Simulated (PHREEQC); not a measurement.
Dissolve 21 mmol/kgw Al2(SO4)3, 0.86 mmol/kgw CuCl2, 0.058 mmol/kgw NaF and 84 mmol/kgw NaCl at 22 °C. Closed to the air; pH follows from the charge balance.

Equilibrium calculation in PHREEQC: ion-association model, phreeqc.dat.

No solid was allowed to form.

Problem. Order these Cu species by the share of Cu that they hold, largest first: Cu+2, CuCl2, CuCl+, CuSO4.

Solution. Cu+2 (68 %), CuSO4 (28 %), CuCl+ (4.5 %), CuCl2 (0.10 %)

The pH is 3.92 and the ionic strength 0.180 mol/kgw. The solution is supersaturated, for example in Gibbsite (slow to form), so a real one may precipitate; this is no full list. Fluoro complexes past AlF4- and FeF3 are missing from the database.
